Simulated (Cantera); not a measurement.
Feed: 1 mol SiHCl3, 0.49 mol N2, a varied amount of H2, at 1675 K and 1330 Pa.

Method: chemical equilibrium by Gibbs-energy minimisation in Cantera with the NASA 1993 tables (ideal gas, pure condensed phases). Candidate condensed phases: NH4Cl, Si, Si3N4; 28 gas species. The tables' values for SiCl3, SiCl are old estimates; treat these amounts as uncertain. Gases not in the tables: Si2H6 and higher silanes. Rates play no part.

x: gas mole fraction; n: condensed amount in mol.

```csv
n(H2) (mol),x H2,x SiCl2,x HCl,x N2,n Si(s)
2.1,0.463,0.211,0.211,0.107,0
3.1,0.558,0.174,0.174,0.0878,0
4.7,0.647,0.129,0.152,0.0682,?
7,0.723,0.0889,0.133,0.0516,?
11,0.797,0.0549,0.110,0.0363,?
16,0.846,0.0351,0.0907,0.0265,?
24,0.888,0.0206,0.0713,0.0185,?
36,0.920,0.0116,0.0544,0.0127,?
```

Question: Some entries are withheld; supply them.

Answer: 
- 4.7, n Si(s): 0.0555
- 7, n Si(s): 0.140
- 11, n Si(s): 0.247
- 16, n Si(s): 0.342
- 24, n Si(s): 0.446
- 36, n Si(s): 0.547
